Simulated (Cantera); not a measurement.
Input (Python, Cantera):

```python
import numpy as np
import cantera as ct

gas = ct.Solution("gri30.yaml")
gas.TPX = 1400, 1500, {'H2': 0.027, 'O2': 1, 'N2': 2.6}
inlet = ct.Reservoir(gas, clone=True)

reactor = ct.IdealGasConstPressureReactor(gas, energy="off", clone=False)
exhaust = ct.Reservoir(gas, clone=True)
tau = [2.7, 1.1, 0.44, 0.18, 0.073, 0.029, 0.012, 0.0048, 0.0019][0]
for a, b in ((inlet, reactor), (reactor, exhaust)):
    ct.MassFlowController(a, b, mdot=lambda t: reactor.mass / tau)
net = ct.ReactorNet([reactor])
show = ['H2', 'O2', 'H', 'NO2', 'N2O']

rows = []
print(f"{'tau/s':>10s}{'T/K':>9s}" + "".join(f"{s:>11s}" for s in show))
for tau in [2.7, 1.1, 0.44, 0.18, 0.073, 0.029, 0.012, 0.0048, 0.0019]:
    net.initial_time = 0.0
    net.advance(30 * tau)
    before = gas.X
    net.advance(40 * tau)
    drift = np.max(np.abs(gas.X - before) / (gas.X + 1e-9))
    rows.append([gas.T, *gas[show].X, drift])
    print(f"{tau:10.3e}{gas.T:9.1f}" + "".join(f"{x:11.3e}" for x in gas[show].X))
```

Result:

```
     tau/s      T/K         H2         O2          H        NO2        N2O
 2.700e+00   1400.0  2.514e-05  2.719e-01  6.576e-05  3.378e-11  2.353e-08
 1.100e+00   1400.0  4.038e-05  2.713e-01  1.309e-04  2.041e-11  2.136e-08
 4.400e-01   1400.0  6.258e-05  2.706e-01  2.310e-04  1.205e-11  1.917e-08
 1.800e-01   1400.0  9.392e-05  2.699e-01  3.424e-04  6.638e-12  1.699e-08
 7.300e-02   1400.0  1.479e-04  2.695e-01  4.408e-04  3.182e-12  1.428e-08
 2.900e-02   1400.0  2.636e-04  2.693e-01  5.213e-04  1.306e-12  1.053e-08
 1.200e-02   1400.0  5.101e-04  2.695e-01  5.901e-04  4.988e-13  6.461e-09
 4.800e-03   1400.0  1.075e-03  2.700e-01  6.415e-04  1.612e-13  3.032e-09
 1.900e-03   1400.0  2.309e-03  2.712e-01  6.005e-04  3.979e-14  1.049e-09
```

Computed with Cantera and GRI-Mech 3.0 (53 species, 325 reactions). Radical loss at walls, strong at low pressure, is not modelled.
